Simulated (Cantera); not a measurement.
Source: NASA polynomial tables (part measured, part estimated), evaluated in Cantera. Values are per mole of reaction as written; species without (g) are pure solids or liquids, kept so even where they would boil at 1 bar.

Problem. Between 498 and 548 K, where is each reaction favourable under standard conditions?
- Cl(g) + TiCl3(g) = TiCl4
- Ti + 3 HCl(g) = TiCl3(g) + 3 H(g)

Solution. 
- Cl(g) + TiCl3(g) = TiCl4: ΔG° is -274 kJ at 498 K and -264 kJ at 548 K; it stays negative (K > 1). ΔH° is -375 kJ and ΔS° -202 J/K at 548 K.
- Ti + 3 HCl(g) = TiCl3(g) + 3 H(g): ΔG° is 356 kJ at 498 K and 351 kJ at 548 K; it stays positive (K < 1). ΔH° is 398 kJ and ΔS° 86 J/K at 548 K.
